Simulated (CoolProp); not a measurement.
Properties of R236FA along the isobar 1770 kPa (Tc = 398.1 K, pc = 3191 kPa, ω = 0.377).

Values from CoolProp's reference Helmholtz-energy equation of state, Pan 2012.

```json
[
 {"T (K)": "231.2", "phase": "liquid", "density (kg/m³)": "1570", "speed of sound (m/s)": "822.5", "fugacity coefficient": "…"},
 {"T (K)": "239.7", "phase": "liquid", "density (kg/m³)": "1546", "speed of sound (m/s)": "785.8", "fugacity coefficient": "0.01304"},
 {"T (K)": "248.2", "phase": "liquid", "density (kg/m³)": "1522", "speed of sound (m/s)": "749.2", "fugacity coefficient": "0.02050"},
 {"T (K)": "256.7", "phase": "liquid", "density (kg/m³)": "1497", "speed of sound (m/s)": "713.0", "fugacity coefficient": "0.03099"},
 {"T (K)": "265.1", "phase": "liquid", "density (kg/m³)": "1472", "speed of sound (m/s)": "677.5", "fugacity coefficient": "…"},
 {"T (K)": "273.6", "phase": "liquid", "density (kg/m³)": "1446", "speed of sound (m/s)": "…", "fugacity coefficient": "0.06383"},
 {"T (K)": "282.1", "phase": "liquid", "density (kg/m³)": "1419", "speed of sound (m/s)": "606.9", "fugacity coefficient": "0.08791"},
 {"T (K)": "290.5", "phase": "liquid", "density (kg/m³)": "1393", "speed of sound (m/s)": "572.6", "fugacity coefficient": "0.1176"},
 {"T (K)": "299", "phase": "liquid", "density (kg/m³)": "1364", "speed of sound (m/s)": "538.0", "fugacity coefficient": "0.1544"},
 {"T (K)": "307.5", "phase": "liquid", "density (kg/m³)": "1335", "speed of sound (m/s)": "503.6", "fugacity coefficient": "…"},
 {"T (K)": "316", "phase": "liquid", "density (kg/m³)": "1305", "speed of sound (m/s)": "469.1", "fugacity coefficient": "…"},
 {"T (K)": "324.4", "phase": "liquid", "density (kg/m³)": "1273", "speed of sound (m/s)": "434.6", "fugacity coefficient": "0.3094"},
 {"T (K)": "332.9", "phase": "liquid", "density (kg/m³)": "…", "speed of sound (m/s)": "399.1", "fugacity coefficient": "0.3772"},
 {"T (K)": "341.4", "phase": "liquid", "density (kg/m³)": "1202", "speed of sound (m/s)": "362.4", "fugacity coefficient": "0.4531"},
 {"T (K)": "349.9", "phase": "liquid", "density (kg/m³)": "1161", "speed of sound (m/s)": "324.1", "fugacity coefficient": "0.5366"},
 {"T (K)": "358.3", "phase": "liquid", "density (kg/m³)": "1116", "speed of sound (m/s)": "…", "fugacity coefficient": "0.6260"}
]
```

Q: Fill in the missing entries.

A: 
- 231.2, fugacity coefficient: 0.007939
- 265.1, fugacity coefficient: 0.04507
- 273.6, speed of sound (m/s): 642.0
- 307.5, fugacity coefficient: 0.1985
- 316, fugacity coefficient: 0.2503
- 332.9, density (kg/m³): 1239
- 358.3, speed of sound (m/s): 283.6
